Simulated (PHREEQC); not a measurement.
Dissolve 1.3 mmol/kgw NaOH, 5.4 mmol/kgw H3BO3 and 0.17 mmol/kgw Na2CO3 at 25 °C. Closed to the air; pH follows from the charge balance.

Computed with PHREEQC (ion-association model, phreeqc.dat).

```
quantity                    before     after
------------------------  --------  --------
pH                            8.79      8.47
ionic strength (mol/kgw)   0.00164  0.000992
HCO3- (mol/kgw)           0.000164  0.000166
CO3-2 (mol/kgw)            5.39e-6   2.58e-6
CO2 (mol/kgw)              5.73e-7   1.21e-6
NaHCO3 (mol/kgw)           1.38e-7   8.62e-8
```

Task: What was changed between the two runs?
(A) NaOH from 0.0013 to 0.00065 mol/kgw
(B) 0.003 mol/kgw NH4HS added
(C) H3BO3 left out
(D) Na2CO3 from 0.00017 to 0.000255 mol/kgw

Result: A, NaOH from 0.0013 to 0.00065 mol/kgw

Precipitation was switched off in this run.
